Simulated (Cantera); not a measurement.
# Stirred combustor or abatement burner

A perfectly stirred reactor is fed with 4.00 % CH₄, 1.40 % C₂H₆, 19.8 % O₂, 74.8 % N₂, equivalence ratio 0.65, at 17.0 bar; it is adiabatic with a 573 K inlet, and is followed from long to short residence time, starting on the burning branch (τ in s: 0.023, 0.0097, 0.0041, 0.0017, 0.00073, 0.00031, 0.00013, 5.4e-05, 2.3e-05, 9.7e-06, 4.1e-06).

Cantera simulation using GRI-Mech 3.0 (53 species, 325 reactions); the numbers are that mechanism's predictions, not measurements. The pressure lies above the range GRI-Mech 3.0 was tuned for (to about 10 atm).

| τ (s) | T (K) | x CH₄ | x C₂H₆ | x O₂ | x O | x HO₂ | x HCN | x C₂H₄ |
|---|---|---|---|---|---|---|---|---|
| 0.023 | 1978 | 2.93e-6 | 1.82e-7 | 0.0687 | 4.18e-5 | 2.85e-6 | 2.13e-8 | 6.24e-7 |
| 0.0097 | 1977 | 6.36e-6 | 4.09e-7 | 0.0688 | 4.85e-5 | 3.30e-6 | 2.40e-8 | 1.39e-6 |
| 0.0041 | 1974 | 1.30e-5 | 8.85e-7 | 0.0689 | 6.22e-5 | 4.27e-6 | 2.88e-8 | 2.98e-6 |
| 0.0017 | 1970 | 2.56e-5 | 1.87e-6 | 0.0691 | 8.84e-5 | 6.33e-6 | 3.77e-8 | 6.14e-6 |
| 0.00073 | 1962 | 4.79e-5 | 3.72e-6 | 0.0695 | 0.000132 | 1.03e-5 | 5.22e-8 | 1.18e-5 |
| 0.00031 | 1948 | 9.10e-5 | 7.48e-6 | 0.0703 | 0.000199 | 1.80e-5 | 7.49e-8 | 2.21e-5 |
| 0.00013 | 1921 | 0.000186 | 1.59e-5 | 0.0720 | 0.000290 | 3.42e-5 | 1.08e-7 | 4.23e-5 |
| 5.4e-5 | 1854 | 0.000510 | 4.43e-5 | 0.0767 | 0.000332 | 7.93e-5 | 1.48e-7 | 0.000102 |
| 2.3e-5 | 573 | 0.0400 | 0.0140 | 0.198 | <1e-12 | <1e-12 | <1e-12 | <1e-12 |
| 9.7e-6 | 573 | 0.0400 | 0.0140 | 0.198 | <1e-12 | <1e-12 | <1e-12 | <1e-12 |
| 4.1e-6 | 573 | 0.0400 | 0.0140 | 0.198 | <1e-12 | <1e-12 | <1e-12 | <1e-12 |
x: mole fraction; the columns are a selection and need not sum to one.
